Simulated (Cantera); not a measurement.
A perfectly stirred reactor is fed with CH4 : H2O : H2 = 1 : 1 : 0.36 (molar parts), at 1.60 bar; it is held at 1800 K, and followed from long to short residence time.

Detailed kinetics in Cantera: GRI-Mech 3.0 (53 species, 325 reactions).

Q: Predict: x(CH4) at τ = 0.510 s; x(H2O) at τ = 0.510 s; x(H2) at τ = 0.510 s; x(H) at τ = 0.510 s; x(HCO) at τ = 0.510 s; x(CH4) at τ = 48.0 ms; x(H2O) at τ = 48.0 ms; x(H2) at τ = 48.0 ms; x(H) at τ = 48.0 ms; x(HCO) at τ = 48.0 ms.

A: 
```json
{
 "x(CH4) at τ = 0.510 s": "0.0257",
 "x(H2O) at τ = 0.510 s": "0.115",
 "x(H2) at τ = 0.510 s": "0.669",
 "x(H) at τ = 0.510 s": "0.000231",
 "x(HCO) at τ = 0.510 s": "3.09e-8",
 "x(CH4) at τ = 48.0 ms": "0.0640",
 "x(H2O) at τ = 48.0 ms": "0.238",
 "x(H2) at τ = 48.0 ms": "0.551",
 "x(H) at τ = 48.0 ms": "0.000201",
 "x(HCO) at τ = 48.0 ms": "1.52e-8"
}
```
